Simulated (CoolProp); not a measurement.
Vapour-liquid equilibrium of R134a (1) + isobutane (2) at 240 K; x and y are mole fractions of (1).

Model: multi-fluid Helmholtz-energy mixture model, Tillner-Roth 1994 and Bücker 2006; pair parameters Bell 2016, in CoolProp.

### Question
Give the bubble pressure and the first vapour's composition at x = 0.45, 0.85, 0.95. Is there an azeotrope?

### Answer
x = 0.45: 0.09492 MPa, y = 0.648; x = 0.85: 0.09241 MPa, y = 0.708; x = 0.95: 0.08314 MPa, y = 0.837. y crosses x between x = 0.65 and 0.75: the model has an azeotrope there.

Pair parameters are fitted to limited data, so mixtures are less certain than the pure fluids. With so large a gap from Raoult's law the liquid may split in two, which this calculation doesn't test in full.
